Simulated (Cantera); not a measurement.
Feed: 1 mol Fe(CO)₅, a varied amount of N₂, equilibrated at 1025 K and 0.220 bar.

Cantera equilibrium calculation (NASA polynomials, part measured and part estimated; ideal gas, pure solids and liquids). Candidate condensed phases: C, Fe, Fe(CO)₅, FeO, Fe₂O₃, Fe₃O₄; 27 gas species. Condensed phases not in the tables: cementite and carbon dissolved in iron. Rates play no part.

**Question.** At 44 mol N₂, list the 3 most abundant gas species with their mole fractions, and the condensed phases.

**Answer.** N₂ 0.899, CO 0.101, CO₂ 0.000766. Condensed: C(graphite) + Fe(α).
